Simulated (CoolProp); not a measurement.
A simple Rankine cycle with water: condensing at 307.15 K, boiler at 2.18 MPa, turbine inlet 491.9 K, turbine efficiency 0.85, pump efficiency 0.6, no recuperator. Each further row changes one setting.

Computed with CoolProp (reference Helmholtz-energy equation of state, Wagner 2002).

| case | thermal efficiency (%) | net work (kJ/kg) | heat in (kJ/kg) | turbine exit temperature (K) | volume ratio over the turbine |
|---|---|---|---|---|---|
| as stated | 27.8 | 739 | 2660 | 307.1 | 229 |
| turbine inlet 511.9 K | 27.9 | 758 | 2720 | 307.1 | 219 |
| condensing temperature 299.15 K | 28.9 | 779 | 2690 | 299.2 | 349 |
| boiler pressure 1.53 MPa | 26.4 | 714 | 2700 | 307.1 | 159 |
| turbine efficiency 0.75 | 24.5 | 652 | 2660 | 307.1 | 239 |

The expansion ends wet for: as stated; turbine inlet 511.9 K; condensing temperature 299.15 K; boiler pressure 1.53 MPa; turbine efficiency 0.75.
